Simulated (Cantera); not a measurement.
A closed system holds: 1 mol PbO, 0.5 mol O2, 0.21 mol N2, held at 1 atm.

Cantera equilibrium calculation (NASA polynomials, part measured and part estimated; ideal gas, pure solids and liquids). Candidate condensed phases: Pb, PbO, PbO2, Pb3O4; 12 gas species. Gases not in the tables: (PbO)n polymers. Rates play no part.

x: gas mole fraction; n: condensed amount in mol.

```json
[
 {"T (K)": "875", "x O2": "0.704", "x N2": "0.296", "x PbO": "2.54e-9", "x NO": "7.30e-6", "x NO2": "___", "x Pb": "<1e-12", "x O": "1.71e-12", "n PbO(yellow)": "1.00", "n PbO(l)": "0"},
 {"T (K)": "925", "x O2": "0.704", "x N2": "0.296", "x PbO": "2.01e-8", "x NO": "1.44e-5", "x NO2": "___", "x Pb": "<1e-12", "x O": "1.12e-11", "n PbO(yellow)": "1.00", "n PbO(l)": "0"},
 {"T (K)": "975", "x O2": "0.704", "x N2": "0.296", "x PbO": "1.28e-7", "x NO": "2.65e-5", "x NO2": "___", "x Pb": "3.24e-12", "x O": "6.01e-11", "n PbO(yellow)": "1.00", "n PbO(l)": "0"},
 {"T (K)": "1025", "x O2": "0.704", "x N2": "0.296", "x PbO": "6.76e-7", "x NO": "4.59e-5", "x NO2": "___", "x Pb": "3.65e-11", "x O": "2.75e-10", "n PbO(yellow)": "1.00", "n PbO(l)": "0"},
 {"T (K)": "1075", "x O2": "0.704", "x N2": "0.296", "x PbO": "3.04e-6", "x NO": "7.56e-5", "x NO2": "___", "x Pb": "3.26e-10", "x O": "1.09e-9", "n PbO(yellow)": "1.000", "n PbO(l)": "0"},
 {"T (K)": "1125", "x O2": "0.704", "x N2": "0.296", "x PbO": "1.19e-5", "x NO": "0.000119", "x NO2": "___", "x Pb": "2.39e-9", "x O": "3.85e-9", "n PbO(yellow)": "1.000", "n PbO(l)": "0"},
 {"T (K)": "1175", "x O2": "0.704", "x N2": "0.296", "x PbO": "3.98e-5", "x NO": "0.000180", "x NO2": "___", "x Pb": "1.42e-8", "x O": "1.22e-8", "n PbO(yellow)": "0", "n PbO(l)": "1.000"},
 {"T (K)": "1225", "x O2": "0.704", "x N2": "0.296", "x PbO": "0.000111", "x NO": "0.000264", "x NO2": "___", "x Pb": "6.72e-8", "x O": "3.51e-8", "n PbO(yellow)": "0", "n PbO(l)": "1.000"},
 {"T (K)": "1275", "x O2": "0.704", "x N2": "0.295", "x PbO": "0.000286", "x NO": "0.000376", "x NO2": "___", "x Pb": "2.81e-7", "x O": "9.31e-8", "n PbO(yellow)": "0", "n PbO(l)": "1.000"},
 {"T (K)": "1325", "x O2": "0.703", "x N2": "0.295", "x PbO": "0.000681", "x NO": "0.000520", "x NO2": "___", "x Pb": "1.05e-6", "x O": "2.30e-7", "n PbO(yellow)": "0", "n PbO(l)": "1.000"},
 {"T (K)": "1375", "x O2": "0.703", "x N2": "0.295", "x PbO": "0.00152", "x NO": "0.000703", "x NO2": "___", "x Pb": "3.53e-6", "x O": "5.30e-7", "n PbO(yellow)": "0", "n PbO(l)": "0.999"},
 {"T (K)": "1425", "x O2": "0.702", "x N2": "0.294", "x PbO": "0.00317", "x NO": "0.000929", "x NO2": "___", "x Pb": "1.09e-5", "x O": "1.15e-6", "n PbO(yellow)": "0", "n PbO(l)": "0.998"}
]
```

Question: Fill in the missing entries.

Answer: 
- 875, x NO2: 1.97e-6
- 925, x NO2: 2.52e-6
- 975, x NO2: 3.15e-6
- 1025, x NO2: 3.85e-6
- 1075, x NO2: 4.63e-6
- 1125, x NO2: 5.47e-6
- 1175, x NO2: 6.38e-6
- 1225, x NO2: 7.35e-6
- 1275, x NO2: 8.37e-6
- 1325, x NO2: 9.44e-6
- 1375, x NO2: 1.06e-5
- 1425, x NO2: 1.17e-5
